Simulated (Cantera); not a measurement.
A Cantera script and its output.

```python
import numpy as np
import cantera as ct

gas = ct.Solution("h2o2.yaml")
gas.TPX = 700, 790000, {'H2': 1, 'O2': 0.357, 'N2': 1.07}
flame = ct.FreeFlame(gas, width=0.0094)
flame.set_refine_criteria(ratio=3, slope=0.08, curve=0.16)
flame.transport_model = "mixture-averaged"
flame.solve(loglevel=0, auto=True)
flame.transport_model = "multicomponent"
flame.soret_enabled = False
flame.solve(loglevel=0, refine_grid=True)
z, T = flame.grid, flame.T
thick = (T[-1] - T[0]) / np.gradient(T, z).max()
show = ['H2', 'O2', 'OH', 'HO2', 'H', 'O']
print(f"laminar burning velocity  {flame.velocity[0] * 100:.3f} cm/s")
print(f"burnt temperature         {T[-1]:.1f} K")
print(f"thermal thickness         {thick * 1e3:.4f} mm")
print(f"grid points               {len(z)}")
z0 = z[flame.heat_release_rate.argmax()]
print(f"{'z/mm':>9s}{'T/K':>9s}{'u/(m/s)':>9s}" + "".join(f"{s:>11s}" for s in show))
rows = []
for k in (-3, -2, -1.5, -1, -0.5, -0.25, 0, 0.25, 0.5, 1, 2, 4, 8):
    zz = z0 + k * thick
    rows.append([k * thick, np.interp(zz, z, T), np.interp(zz, z, flame.velocity),
                 *(np.interp(zz, z, flame.X[gas.species_index(s)]) for s in show)])
    print(f"{rows[-1][0] * 1e3:9.3f}{rows[-1][1]:9.1f}{rows[-1][2]:9.3f}" + "".join(f"{x:11.3e}" for x in rows[-1][3:]))
```

Result:

```
laminar burning velocity  1386.858 cm/s
burnt temperature         2757.3 K
thermal thickness         0.0326 mm
grid points               111
     z/mm      T/K  u/(m/s)         H2         O2         OH        HO2          H          O
   -0.098    700.0   13.869  4.120e-01  1.471e-01  7.304e-16  1.868e-11  1.811e-15  1.209e-14
   -0.065    700.0   13.869  4.120e-01  1.471e-01  3.571e-13  2.581e-09  1.190e-12  5.890e-12
   -0.049    700.0   13.869  4.120e-01  1.471e-01  1.237e-11  5.093e-08  1.020e-10  1.995e-10
   -0.033    700.3   13.872  4.119e-01  1.471e-01  2.199e-09  3.197e-06  5.576e-08  2.126e-08
   -0.016    742.6   14.572  4.046e-01  1.472e-01  1.053e-04  7.591e-04  2.443e-04  2.036e-05
   -0.008   1051.3   19.984  3.611e-01  1.378e-01  1.581e-03  9.280e-04  7.248e-03  6.552e-04
    0.000   1548.0   28.345  2.575e-01  9.407e-02  5.518e-03  4.506e-04  3.522e-02  4.379e-03
    0.008   1893.3   34.074  1.694e-01  4.074e-02  1.209e-02  1.787e-04  5.889e-02  6.885e-03
    0.016   2071.7   36.969  1.369e-01  1.709e-02  1.637e-02  6.914e-05  6.264e-02  6.834e-03
    0.033   2247.2   39.686  1.279e-01  6.773e-03  1.852e-02  2.540e-05  5.358e-02  5.546e-03
    0.065   2411.7   42.106  1.296e-01  3.835e-03  1.741e-02  1.301e-05  3.964e-02  3.599e-03
    0.131   2552.9   44.101  1.314e-01  2.138e-03  1.445e-02  6.488e-06  2.728e-02  1.970e-03
    0.261   2658.2   45.540  1.325e-01  1.050e-03  1.092e-02  2.810e-06  1.806e-02  9.580e-04
```

Model: the H2/O2 subset of GRI-Mech 3.0, which has no nitrogen chemistry, integrated in Cantera. The hydrogen kinetics of GRI-Mech 3.0 are dated; newer H2 mechanisms differ, most at raised pressure. Burning velocities carry a grid error of a few per cent, more on coarse grids.
